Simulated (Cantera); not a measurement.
## Adiabatic ignition

An adiabatic, constant-volume homogeneous reactor starts with CH4 : CO : O2 : N2 = 1 : 0.16 : 2.31 : 6.24 (molar parts), equivalence ratio 0.90, at 1200 K and 1.00 bar.

Cantera simulation using GRI-Mech 3.0 (53 species, 325 reactions); the numbers are that mechanism's predictions, not measurements.

```json
[
 {"t (s)": "1.00e-6", "T (K)": "1200", "P (bar)": "1.00", "x CH4": "0.103", "x CO": "0.0165", "x O2": "0.238", "x H": "7.96e-12", "x H2O": "4.23e-11", "x H2O2": "<1e-12"},
 {"t (s)": "3.22e-6", "T (K)": "1200", "P (bar)": "1.00", "x CH4": "0.103", "x CO": "0.0165", "x O2": "0.238", "x H": "1.34e-11", "x H2O": "4.08e-10", "x H2O2": "3.95e-12"},
 {"t (s)": "1.04e-5", "T (K)": "1200", "P (bar)": "1.00", "x CH4": "0.103", "x CO": "0.0165", "x O2": "0.238", "x H": "1.64e-11", "x H2O": "2.00e-9", "x H2O2": "4.03e-11"},
 {"t (s)": "3.34e-5", "T (K)": "1200", "P (bar)": "1.00", "x CH4": "0.103", "x CO": "0.0165", "x O2": "0.238", "x H": "2.43e-11", "x H2O": "8.47e-9", "x H2O2": "3.97e-10"},
 {"t (s)": "0.000107", "T (K)": "1200", "P (bar)": "1.000", "x CH4": "0.103", "x CO": "0.0165", "x O2": "0.238", "x H": "5.38e-11", "x H2O": "4.44e-8", "x H2O2": "3.51e-9"},
 {"t (s)": "0.000346", "T (K)": "1200", "P (bar)": "1.000", "x CH4": "0.103", "x CO": "0.0165", "x O2": "0.238", "x H": "1.95e-10", "x H2O": "3.49e-7", "x H2O2": "2.25e-8"},
 {"t (s)": "0.00111", "T (K)": "1200", "P (bar)": "1.00", "x CH4": "0.103", "x CO": "0.0165", "x O2": "0.238", "x H": "1.02e-9", "x H2O": "3.98e-6", "x H2O2": "6.56e-8"},
 {"t (s)": "0.00359", "T (K)": "1200", "P (bar)": "1.00", "x CH4": "0.103", "x CO": "0.0165", "x O2": "0.238", "x H": "3.37e-9", "x H2O": "4.23e-5", "x H2O2": "1.04e-7"},
 {"t (s)": "0.0116", "T (K)": "1203", "P (bar)": "1.00", "x CH4": "0.103", "x CO": "0.0165", "x O2": "0.238", "x H": "1.01e-8", "x H2O": "0.000302", "x H2O2": "3.46e-7"},
 {"t (s)": "0.0372", "T (K)": "2910", "P (bar)": "2.54", "x CH4": "<1e-12", "x CO": "0.0494", "x O2": "0.0381", "x H": "0.00979", "x H2O": "0.161", "x H2O2": "7.52e-7"},
 {"t (s)": "0.120", "T (K)": "2910", "P (bar)": "2.54", "x CH4": "<1e-12", "x CO": "0.0494", "x O2": "0.0381", "x H": "0.00979", "x H2O": "0.161", "x H2O2": "7.52e-7"},
 {"t (s)": "0.386", "T (K)": "2910", "P (bar)": "2.54", "x CH4": "<1e-12", "x CO": "0.0494", "x O2": "0.0381", "x H": "0.00979", "x H2O": "0.161", "x H2O2": "7.52e-7"},
 {"t (s)": "1.24", "T (K)": "2910", "P (bar)": "2.54", "x CH4": "<1e-12", "x CO": "0.0494", "x O2": "0.0381", "x H": "0.00979", "x H2O": "0.161", "x H2O2": "7.52e-7"},
 {"t (s)": "4.00", "T (K)": "2910", "P (bar)": "2.54", "x CH4": "<1e-12", "x CO": "0.0494", "x O2": "0.0381", "x H": "0.00979", "x H2O": "0.161", "x H2O2": "7.52e-7"}
]
```
x: mole fraction; the columns are a selection and need not sum to one.

```
Item                                                               Value
---------------------------------  -------------------------------------
time of steepest temperature rise                                34.3 ms
temperature at 4.00 s                                             2910 K
equilibrium temperature                                           2910 K
x(CH4) at 4.00 s                   <1e-12 (gas-phase equilibrium <1e-12)
x(CO) at 4.00 s                    0.0494 (gas-phase equilibrium 0.0494)
x(O2) at 4.00 s                    0.0381 (gas-phase equilibrium 0.0381)
```
